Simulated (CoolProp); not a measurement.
Vapour-liquid equilibrium of ethanol (1) + n-heptane (2) at 457.6 K; x and y are mole fractions of (1).

Model: multi-fluid Helmholtz-energy mixture model, Schroeder 2014 and Span 2003; pair parameters Bell 2016, in CoolProp.

```json
[
 {"x": "0.05", "bubble pressure, mixture model (MPa)": "0.9859", "bubble pressure, Raoult's law (MPa)": "0.8153", "y, mixture model": "0.230", "y, Raoult's law": "0.134"},
 {"x": "0.125", "bubble pressure, mixture model (MPa)": "1.261", "bubble pressure, Raoult's law (MPa)": "0.9229", "y, mixture model": "0.398", "y, Raoult's law": "0.295"},
 {"x": "0.2", "bubble pressure, mixture model (MPa)": "1.458", "bubble pressure, Raoult's law (MPa)": "1.030", "y, mixture model": "0.487", "y, Raoult's law": "0.423"},
 {"x": "0.275", "bubble pressure, mixture model (MPa)": "1.603", "bubble pressure, Raoult's law (MPa)": "1.138", "y, mixture model": "0.544", "y, Raoult's law": "0.526"},
 {"x": "0.35", "bubble pressure, mixture model (MPa)": "1.717", "bubble pressure, Raoult's law (MPa)": "1.245", "y, mixture model": "0.588", "y, Raoult's law": "0.612"},
 {"x": "0.425", "bubble pressure, mixture model (MPa)": "1.810", "bubble pressure, Raoult's law (MPa)": "1.353", "y, mixture model": "0.626", "y, Raoult's law": "0.684"},
 {"x": "0.5", "bubble pressure, mixture model (MPa)": "1.890", "bubble pressure, Raoult's law (MPa)": "1.460", "y, mixture model": "0.662", "y, Raoult's law": "0.745"},
 {"x": "0.575", "bubble pressure, mixture model (MPa)": "1.961", "bubble pressure, Raoult's law (MPa)": "1.568", "y, mixture model": "0.699", "y, Raoult's law": "0.798"},
 {"x": "0.65", "bubble pressure, mixture model (MPa)": "2.022", "bubble pressure, Raoult's law (MPa)": "1.675", "y, mixture model": "0.739", "y, Raoult's law": "0.845"},
 {"x": "0.725", "bubble pressure, mixture model (MPa)": "2.075", "bubble pressure, Raoult's law (MPa)": "1.783", "y, mixture model": "0.783", "y, Raoult's law": "0.885"},
 {"x": "0.8", "bubble pressure, mixture model (MPa)": "2.118", "bubble pressure, Raoult's law (MPa)": "1.890", "y, mixture model": "0.833", "y, Raoult's law": "0.921"},
 {"x": "0.875", "bubble pressure, mixture model (MPa)": "2.150", "bubble pressure, Raoult's law (MPa)": "1.998", "y, mixture model": "0.889", "y, Raoult's law": "0.953"},
 {"x": "0.95", "bubble pressure, mixture model (MPa)": "2.170", "bubble pressure, Raoult's law (MPa)": "2.105", "y, mixture model": "0.953", "y, Raoult's law": "0.982"}
]
```

The largest gap from Raoult's law is +41.6 % in bubble pressure, at x = 0.2. No azeotrope shows between x = 0.05 and 0.95.

The pair parameters rest on a limited set of measurements; away from them the model extrapolates.
